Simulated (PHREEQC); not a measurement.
**Acid rinse or clean**

Make-up at 20 °C and 10 atm: 12 mmol/kgw HF and 0.15 mmol/kgw AlCl3. Closed to the air; pH follows from the charge balance.

The numbers come from PHREEQC with the ion-association model, phreeqc.dat.

| Property | Result |
|---|---|
| pH | 2.54 |
| ionic strength | 0.00302 mol/kgw |
| total alkalinity | -12.0 meq/kg |

```
species  molality  activity   log γ
-------  --------  --------  ------
HF        0.00890   0.00891   0.000
H+        0.00302   0.00286  -0.024
F-        0.00242   0.00228  -0.026
Cl-      0.000450  0.000424  -0.026
HF2-      7.90e-5   7.45e-5  -0.026
AlF3      7.50e-5   7.50e-5   0.000
AlF4-     7.22e-5   6.81e-5  -0.026
AlF2+     2.79e-6   2.63e-6  -0.025
AlF+2     2.98e-9   2.36e-9  -0.101
```

Precipitation was switched off in this run. Complexes and solids missing from the database can't appear. Fluoro complexes past AlF4- and FeF3 are missing from the database.
